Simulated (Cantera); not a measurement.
# Equilibrium for boron, boron nitride and boron oxide: BF₃ + H₂O + H₂

Charge: 1 mol BF₃, a varied amount of H₂O, 21 mol H₂, at 2473 K and 6.40 mbar.

These are equilibrium values from Cantera (NASA tables, ideal gas, pure condensed phases), not measurements of a reactor. Candidate condensed phases: B, B₂O₃, B₃O₃H₃, H₂O; 43 gas species. The tables' values for BF₂ are old estimates; treat these amounts as uncertain. Rates play no part.

```
n(H₂O) (mol)  log p H₂  log p H₂O  log p H  log p HF  log p BF  log p BOF  log p OH  log p HBO₂
------------  --------  ---------  -------  --------  --------  ---------  --------  ----------
0.078            -2.37      -7.54    -2.84     -3.32     -3.69      -4.85     -8.71       -9.43
0.13             -2.37      -7.30    -2.84     -3.32     -3.71      -4.63     -8.46       -8.96
0.22             -2.37      -7.02    -2.84     -3.32     -3.76      -4.40     -8.18       -8.46
0.37             -2.38      -6.70    -2.84     -3.31     -3.86      -4.18     -7.86       -7.92
0.61             -2.38      -6.27    -2.84     -3.30     -4.07      -3.96     -7.43       -7.30
1                -2.38      -5.10    -2.84     -3.28     -5.06      -3.77     -6.26       -5.95
1.7              -2.39      -3.88    -2.85     -3.28     -6.31      -3.80     -5.04       -4.76
2.9              -2.41      -3.47    -2.86     -3.28     -6.83      -3.87     -4.61       -4.41
4.9              -2.44      -3.18    -2.87     -3.30     -7.25      -3.98     -4.31       -4.22
8.1              -2.49      -2.96    -2.90     -3.32     -7.66      -4.13     -4.06       -4.12
14               -2.56      -2.77    -2.93     -3.38     -8.13      -4.34     -3.84       -4.08
```
log p: log10 of the partial pressure in bar; nothing condenses.

From 0.078 mol H₂O to 14 mol H₂O nothing is condensed. The main B-bearing gas is BF at 0.078 mol H₂O and HBO₂ at 14 mol H₂O.
